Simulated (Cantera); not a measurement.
Feed: 1 mol HgO, 0.32 mol O2, 0.23 mol H2, at 525 °C and 30.8 Torr.

These are equilibrium values from Cantera (NASA tables, ideal gas, pure condensed phases), not measurements of a reactor. Candidate condensed phases: H2O, Hg, HgO; 10 gas species. Rates play no part.

Base state: Hg 0.517, O2 0.364, H2O 0.119 (mole fractions); condensed: gas only.

Problem. What changes in the equilibrium state with this change: H2 from 0.23 to 1.1 mol?

Solution. 
```csv
species,before,after
H2O,0.119,0.464
Hg,0.517,0.422
O2,0.364,0.114
```
